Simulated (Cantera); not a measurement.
A closed system holds: 1 mol SiCl₄, 1.7 mol Cl₂, 11 mol H₂, held at 1000 K and 1.70 bar.

Equilibrium computed with Cantera from the NASA thermochemical tables; the gas is ideal and each condensed phase is pure. Candidate condensed phases: Si; 19 gas species. The tables' values for SiCl₃ are old estimates; treat these amounts as uncertain. Equilibrium is a limit: real reactors are often held back by kinetics, nucleation or transport.

Base state: H₂ 0.677, HCl 0.250, SiCl₄ 0.0716, SiHCl₃ 0.00137, SiCl₃ 2.22e-5 (mole fractions); condensed: gas only.

Task: What changes in the equilibrium state with this change: H₂ from 11 to 0.48 mol?

Result: 
```csv
species,before,after
Cl₂,<1e-9,0.384
SiCl₄,0.0716,0.314
HCl,0.250,0.302
H₂,0.677,<1e-9
SiHCl₃,0.00137,<1e-9
Cl,<1e-9,0.000184
SiCl₃,2.22e-5,<1e-9
```

Task: What changes in the equilibrium state with this change: SiCl₄ replaced by Si?

Result: 
```
species      before     after
----------  -------  --------
H₂            0.677     0.911
SiCl₄        0.0716    0.0431
SiHCl₃      0.00137    0.0338
HCl           0.250   0.00819
SiH₃Cl      1.49e-9   6.16e-5
SiH₂Cl₂     2.83e-6   0.00285
SiCl₂       1.67e-7  0.000125
SiCl₃       2.22e-5  0.000472
Si(s), mol        0    0.0554
```

Task: What changes in the equilibrium state with this change: temperature from 1000 K to 900 K?

Result: 
| species | before | after |
|---|---|---|
| H₂ | 0.677 | 0.678 |
| HCl | 0.250 | 0.249 |
| SiCl₄ | 0.0716 | 0.0724 |
| SiCl₃ | 2.22e-5 | 2.17e-6 |
| SiHCl₃ | 0.00137 | 0.000561 |
